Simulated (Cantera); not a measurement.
An adiabatic, constant-volume homogeneous reactor starts with CO : H2 : O2 : N2 = 1 : 0.062 : 1.44 : 6.03 (molar parts), equivalence ratio 0.37, at 1775 K and 0.750 atm. Integrator tolerance rtol = 1e-08.

Computed with Cantera and GRI-Mech 3.0 (53 species, 325 reactions).

Q: What does this change do: pressure from 0.750 atm to 2.27 atm?

A: 
```
quantity                                                              before                                      after
---------------------------------  -----------------------------------------  -----------------------------------------
time of steepest temperature rise                                   0.103 ms                                    33.6 µs
temperature at 10.0 s                                                 2607 K                                     2662 K
equilibrium temperature                                               2607 K                                     2662 K
x(CO) at 10.0 s                        0.0196 (gas-phase equilibrium 0.0196)      0.0152 (gas-phase equilibrium 0.0152)
x(H2) at 10.0 s                    0.000155 (gas-phase equilibrium 0.000155)  0.000120 (gas-phase equilibrium 0.000120)
x(O2) at 10.0 s                          0.108 (gas-phase equilibrium 0.108)        0.106 (gas-phase equilibrium 0.106)
x(H2O) at 10.0 s                     0.00531 (gas-phase equilibrium 0.00531)    0.00565 (gas-phase equilibrium 0.00565)
x(CO2) at 10.0 s                         0.104 (gas-phase equilibrium 0.104)        0.108 (gas-phase equilibrium 0.108)
```
The hydrogen kinetics of GRI-Mech 3.0 are dated; newer H2 mechanisms differ, most at raised pressure.

Q: What does this change do: initial temperature 1775 to 975 K?

A: 
```
quantity                                                              before                                    after
---------------------------------  -----------------------------------------  ---------------------------------------
time of steepest temperature rise                                   0.103 ms                                  2.51 ms
temperature at 10.0 s                                                 2607 K                                   2162 K
equilibrium temperature                                               2607 K                                   2162 K
x(CO) at 10.0 s                        0.0196 (gas-phase equilibrium 0.0196)  0.00138 (gas-phase equilibrium 0.00138)
x(H2) at 10.0 s                    0.000155 (gas-phase equilibrium 0.000155)  1.58e-5 (gas-phase equilibrium 1.58e-5)
x(O2) at 10.0 s                          0.108 (gas-phase equilibrium 0.108)      0.110 (gas-phase equilibrium 0.110)
x(H2O) at 10.0 s                     0.00531 (gas-phase equilibrium 0.00531)  0.00728 (gas-phase equilibrium 0.00728)
x(CO2) at 10.0 s                         0.104 (gas-phase equilibrium 0.104)      0.123 (gas-phase equilibrium 0.123)
```
